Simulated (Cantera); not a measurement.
Mixture: 38.7 % H2, 12.9 % O2, 48.4 % N2, at 0.503 atm, adiabatic and at constant pressure. Ignition delay is the time to a rise of 400 K.

Model: the H2/O2 subset of GRI-Mech 3.0, which has no nitrogen chemistry, integrated in Cantera. Where the delays flatten at high temperature, the 400 K rule measures the pace of heat release, not the induction time.

**Question.** Predict: delay at 1275 K; delay at 1325 K; delay at 1375 K; delay at 1425 K; delay at 1475 K; delay at 1525 K; delay at 1575 K.

**Answer.** 
```
Quantity           Value
---------------  -------
delay at 1275 K  72.1 µs
delay at 1325 K  61.7 µs
delay at 1375 K  54.6 µs
delay at 1425 K  49.8 µs
delay at 1475 K  46.7 µs
delay at 1525 K  44.8 µs
delay at 1575 K  44.0 µs
```
